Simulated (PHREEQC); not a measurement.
Model water analysis in mg/L, 46 °C, pH 8.66, pe 11.4:

```csv
constituent,mg/L
Na,108
K,31.5
Ca,81
Mg,36.4
Cl,174
S(6) as SO4,256
Alkalinity as HCO3,137
Cd,3.21
Cu(2),21.2
Si as SiO2,18.4
```

Valence states are taken as typed.

All values are PHREEQC results (ion-association model, wateq4f.dat), not measurements.

Each row changes one thing in this solution. Precipitation was switched off in this run.

| case | ionic strength (mol/kgw) | HCO3- (mol/kgw) | MgSO4 (mol/kgw) | H4SiO4 (mol/kgw) | CaCO3 (mol/kgw) | CO3-2 (mol/kgw) | SI of Quartz (SiO2) | SI of Magnesite (MgCO3) |
|---|---|---|---|---|---|---|---|---|
| as made | 0.0155 | 0.00114 | 0.000325 | 0.000267 | 8.46e-5 | 4.89e-5 | +0.18 | +0.64 |
| K from 31.5 to 63 mg/L | 0.0159 | 0.00114 | 0.000322 | 0.000267 | ? | 4.91e-5 | +0.18 | +0.64 |
| temperature from 46 to 25 °C at the same typed pH | ? | 0.00131 | 0.000232 | 0.000285 | 4.31e-5 | 4.04e-5 | +0.44 | +0.31 |
| Si from 18.4 to 36.8 mg/L | 0.0155 | 0.00111 | 0.000325 | 0.000535 | ? | 4.76e-5 | +0.48 | +0.63 |

Problem. Fill in the missing entries.

Solution. 
- K from 31.5 to 63 mg/L, CaCO3 (mol/kgw): 8.42e-5
- temperature from 46 to 25 °C at the same typed pH, ionic strength (mol/kgw): 0.0161
- Si from 18.4 to 36.8 mg/L, CaCO3 (mol/kgw): 8.25e-5

Some of these states are supersaturated (in Otavite, Malachite, for instance). At this temperature some constants are extrapolated from 25 °C, and those without enthalpy data are left unchanged. The database's constant for dissolved Cu(OH)2 is higher than later reviews accept.
